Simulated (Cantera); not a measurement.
A closed system holds: 1 mol SiH2Cl2, 0.016 mol C2H2, 40 mol H2, held at 2.60 mbar.

Method: chemical equilibrium by Gibbs-energy minimisation in Cantera with the NASA 1993 tables (ideal gas, pure condensed phases). Candidate condensed phases: C, C6H6, C7H8, C8H18, Si, SiC; 109 gas species. Mutual solubility and eutectic melting of coexisting phases are not modelled. The numbers say what is thermodynamically allowed, not how fast it happens.

Over these rows the condensed part is Si(s) + SiC(s). Partial pressures as log10 of bar:

```tsv
T (K)	1000/T (1/K)	log p SiHCl3	log p H2	log p HCl
973	1.0277	-5.43	-2.60	-4.28
1023	0.9775	-5.58	-2.60	-4.15
1073	0.9320	-5.82	-2.60	-4.06
1123	0.8905	?	-2.60	-4.02
1173	0.8525	-6.52	-2.60	-4.00
1223	0.8177	-6.89	-2.60	-3.99
```

Task: Fit log p(SiHCl3) = a + b·(1000/T) to the five rows, give the apparent enthalpy, and predict the row at 1123 K.

Result: Means: 1000/T = 0.9215, log p = -6.048. Sxy = 0.214201, Sxx = 0.0300601, so b = 7.13 and a = -6.048 − (7.13)×0.9215 = -12.62.
Apparent enthalpy: −19.145 × (7.13) = -137 kJ/mol. With the condensed phases at unit activity, Si(s) + 3 HCl(g) = SiHCl3(g) + H2(g) links this pressure to the main gases: over the six rows their terms move log p by +0.87 in all, so the slope isn't that reaction's ΔH° alone. The five rows lie within 0.15 of the line; that is curvature, so one enthalpy describes this range poorly.
Prediction at 1123 K: -12.62 + (7.13)×0.8905 = -6.27. The computed value is -6.15, 0.12 from the line.
